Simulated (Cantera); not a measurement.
Feed: 1 mol Fe(CO)5, 1.9 mol H2, 3.5 mol N2, at 2.00 mbar.

Cantera equilibrium calculation (NASA polynomials, part measured and part estimated; ideal gas, pure solids and liquids). Candidate condensed phases: C, C6H6, C7H8, C8H18, Fe, Fe(CO)5, FeO, Fe(OH)2, Fe(OH)3, Fe2O3, Fe3O4, H2O; 140 gas species. Condensed phases not in the tables: cementite and carbon dissolved in iron. Kinetics and transport are ignored.

log p: log10 of the partial pressure in bar; n: condensed amount in mol.

```csv
T (K),log p CO,log p N2,log p H2,log p Fe,log p CO2,log p H,n C(graphite),n Fe(α),n Fe(γ),n Fe(δ)
923,-3.02,-3.17,-3.44,<-14,-5.54,-11.33,0.0176,1.00,0,0
998,-3.02,-3.17,-3.44,?,-6.26,-10.39,0.00350,1.00,0,0
1073,-3.02,-3.17,-3.44,?,-6.89,-9.57,0.000842,1.00,0,0
1148,-3.02,-3.17,-3.44,?,-7.42,-8.86,0,1.00,0,0
1223,-3.02,-3.17,-3.44,?,-7.70,-8.24,0,0,1.000,0
1298,-3.02,-3.17,-3.44,?,-7.76,-7.69,0,0,1.000,0
1373,-3.02,-3.17,-3.44,?,-7.81,-7.20,0,0,1.000,0
1448,-3.02,-3.17,-3.44,?,-7.86,-6.75,0,0,1.000,0
1523,-3.02,-3.17,-3.44,?,-7.90,-6.35,0,0,0.999,0
1598,-3.02,-3.17,-3.44,?,-7.94,-5.99,0,0,0.995,0
1673,-3.02,-3.17,-3.44,?,-7.98,-5.66,0,0,0,0.979
```

Q: Some entries are withheld; supply them.

A: 
- 998, log p Fe: -13.87
- 1073, log p Fe: -12.38
- 1148, log p Fe: -11.10
- 1223, log p Fe: -9.98
- 1298, log p Fe: -8.99
- 1373, log p Fe: -8.11
- 1448, log p Fe: -7.32
- 1523, log p Fe: -6.61
- 1598, log p Fe: -5.98
- 1673, log p Fe: -5.40
